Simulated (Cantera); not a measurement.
What does this Cantera script print?

```python
import numpy as np
import cantera as ct

gas = ct.Solution("gri30.yaml")
gas.TPX = 1000, 100000, {'CO': 0.098, 'O2': 0.021, 'H2O': 0.00012, 'N2': 1}
reactor = ct.IdealGasConstPressureReactor(gas, energy="off", clone=False)
net = ct.ReactorNet([reactor])
net.rtol, net.atol = 1e-08, 1e-18
show = ['CO', 'O2', 'H2O', 'N2O', 'O', 'CO2']
times = np.geomspace(2e-05, 50, 10)

steps = ct.SolutionArray(gas, extra=["t"])
rows = []
print(f"{'t/s':>10s}{'T/K':>9s}{'P/Pa':>11s}" + "".join(f"{s:>11s}" for s in show))
for t in times:
    while net.time < t:
        t_next = net.step()
        steps.append(gas.state, t=t_next)
    rows.append([np.interp(t, steps.t, y) for y in (steps.T, steps.P, *steps(*show).X.T)])
    print(f"{t:10.3e}{rows[-1][0]:9.1f}{rows[-1][1]:11.4g}" + "".join(f"{x:11.3e}" for x in rows[-1][2:]))
rate = np.gradient(steps.T, steps.t)
print("integrator steps:", len(steps.t))
if steps.T.max() > steps.T[0] + 200:
    print(f"time of steepest temperature rise: {steps.t[rate.argmax()]:.4e} s")
gas.TPX = 1000, 100000, {'CO': 0.098, 'O2': 0.021, 'H2O': 0.00012, 'N2': 1}
gas.equilibrate("TP")
print(f"equilibrium (TP): T = {gas.T:.1f} K  " + "  ".join(f"{s} {gas[s].X[0]:.3e}" for s in show))
```

Output:

```
       t/s      T/K       P/Pa         CO         O2        H2O        N2O          O        CO2
 2.000e-05   1000.0      1e+05  8.757e-02  1.876e-02  1.072e-04  4.461e-17  3.484e-11  3.586e-11
 1.028e-04   1000.0      1e+05  8.757e-02  1.876e-02  1.072e-04  1.121e-15  1.689e-10  1.945e-10
 5.282e-04   1000.0      1e+05  8.757e-02  1.876e-02  1.072e-04  2.451e-14  6.543e-10  1.216e-09
 2.714e-03   1000.0      1e+05  8.757e-02  1.876e-02  1.072e-04  3.161e-13  1.214e-09  8.488e-09
 1.395e-02   1000.0      1e+05  8.757e-02  1.876e-02  1.072e-04  2.108e-12  1.297e-09  5.126e-08
 7.169e-02   1000.0      1e+05  8.757e-02  1.876e-02  1.072e-04  1.276e-11  1.645e-09  3.474e-07
 3.684e-01   1000.0      1e+05  8.756e-02  1.876e-02  1.072e-04  1.316e-10  5.380e-09  5.272e-06
 1.893e+00   1000.0      1e+05  8.725e-02  1.860e-02  1.071e-04  6.349e-09  4.969e-08  3.306e-04
 9.729e+00   1000.0      1e+05  8.379e-02  1.682e-02  1.055e-04  7.263e-08  9.109e-08  3.956e-03
 5.000e+01   1000.0      1e+05  5.949e-02  4.361e-03  1.019e-04  4.131e-07  7.835e-08  2.936e-02
integrator steps: 541
equilibrium (TP): T = 1000.0 K  CO 5.092e-02  O2 2.127e-21  H2O 3.758e-05  N2O 3.006e-19  O 7.298e-21  CO2 3.832e-02
```

Cantera simulation using GRI-Mech 3.0 (53 species, 325 reactions); the numbers are that mechanism's predictions, not measurements. The temperature is held fixed by assumption; the heat of reaction is taken as removed at once.
